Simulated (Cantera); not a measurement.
An adiabatic, constant-volume homogeneous reactor starts with CH4 : C2H6 : C3H8 : O2 : N2 : H2O = 1 : 0.11 : 0.45 : 3.86 : 14.5 : 1.2 (molar parts), equivalence ratio 1.2, at 1000 K and 10.0 bar. Integrator tolerance rtol = 1e-08.

Computed with Cantera and GRI-Mech 3.0 (53 species, 325 reactions). GRI-Mech 3.0 was tuned for natural gas; its chemistry of propane as a main component is partial and can be far from experiment.

Question: What does this change do: initial temperature 1000 to 1423 K?

Answer: 
```json
[
 {"quantity": "time of steepest temperature rise", "before": "18.1 ms", "after": "57.7 µs"},
 {"quantity": "temperature at 0.200 s", "before": "2880 K", "after": "3059 K"},
 {"quantity": "equilibrium temperature", "before": "2880 K", "after": "3059 K"},
 {"quantity": "x(CH4) at 0.200 s", "before": "3.27e-12 (gas-phase equilibrium 3.81e-12)", "after": "2.33e-12 (gas-phase equilibrium 2.79e-12)"},
 {"quantity": "x(C2H6) at 0.200 s", "before": "<1e-12 (gas-phase equilibrium <1e-12)", "after": "<1e-12 (gas-phase equilibrium <1e-12)"},
 {"quantity": "x(C3H8) at 0.200 s", "before": "<1e-12 (gas-phase equilibrium <1e-12)", "after": "<1e-12 (gas-phase equilibrium <1e-12)"},
 {"quantity": "x(H2) at 0.200 s", "before": "0.0253 (gas-phase equilibrium 0.0253)", "after": "0.0303 (gas-phase equilibrium 0.0303)"},
 {"quantity": "x(NO) at 0.200 s", "before": "0.00350 (gas-phase equilibrium 0.00350)", "after": "0.00719 (gas-phase equilibrium 0.00719)"},
 {"quantity": "x(HCO) at 0.200 s", "before": "4.44e-7 (gas-phase equilibrium 4.44e-7)", "after": "7.02e-7 (gas-phase equilibrium 7.02e-7)"},
 {"quantity": "x(CH3) at 0.200 s", "before": "6.53e-12 (gas-phase equilibrium 7.61e-12)", "after": "8.16e-12 (gas-phase equilibrium 9.77e-12)"}
]
```
Above 3000 K some thermodynamic fits are extrapolated.

Question: What does this change do: initial temperature 1000 to 1675 K?

Answer: 
```csv
quantity,before,after
time of steepest temperature rise,18.1 ms,6.11 µs
temperature at 0.200 s,2880 K,3152 K
equilibrium temperature,2880 K,3152 K
x(CH4) at 0.200 s,3.27e-12 (gas-phase equilibrium 3.81e-12),2.31e-12 (gas-phase equilibrium 2.79e-12)
x(C2H6) at 0.200 s,<1e-12 (gas-phase equilibrium <1e-12),<1e-12 (gas-phase equilibrium <1e-12)
x(C3H8) at 0.200 s,<1e-12 (gas-phase equilibrium <1e-12),<1e-12 (gas-phase equilibrium <1e-12)
x(H2) at 0.200 s,0.0253 (gas-phase equilibrium 0.0253),0.0341 (gas-phase equilibrium 0.0341)
x(NO) at 0.200 s,0.00350 (gas-phase equilibrium 0.00350),0.00954 (gas-phase equilibrium 0.00954)
x(HCO) at 0.200 s,4.44e-7 (gas-phase equilibrium 4.44e-7),9.01e-7 (gas-phase equilibrium 9.01e-7)
x(CH3) at 0.200 s,6.53e-12 (gas-phase equilibrium 7.61e-12),1.03e-11 (gas-phase equilibrium 1.25e-11)
```
Above 3000 K some thermodynamic fits are extrapolated.
